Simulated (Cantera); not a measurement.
Feed: 1 mol SiHCl3, 60 mol N2, held at 0.0100 bar.

Method: chemical equilibrium by Gibbs-energy minimisation in Cantera with the NASA 1993 tables (ideal gas, pure condensed phases). Candidate condensed phases: NH4Cl, Si, Si3N4; 28 gas species. The tables' values for SiCl3, SiCl are old estimates; treat these amounts as uncertain. Kinetics and transport are ignored. All values below are at 1800 K.

Base state: N2 0.967, SiCl2 0.0157, HCl 0.0144, Cl 0.00137, H2 0.000826, SiCl3 0.000395, H 0.000103, SiCl 2.79e-5 (mole fractions); condensed: gas only.

What changes in the equilibrium state with this change: SiHCl3 replaced by SiH4?


| species | before | after |
|---|---|---|
| N2 | 0.967 | 0.967 |
| H2 | 0.000826 | 0.0323 |
| H | 0.000103 | 0.000643 |
| SiCl2 | 0.0157 | 0 |
| HCl | 0.0144 | 0 |
| Si | 6.45e-6 | 0.000298 |
| Cl | 0.00137 | 0 |
| SiCl3 | 0.000395 | 0 |
| Si3N4(s), mol | 0 | 0.326 |
The tables' values for SiN are old estimates; treat these amounts as uncertain.
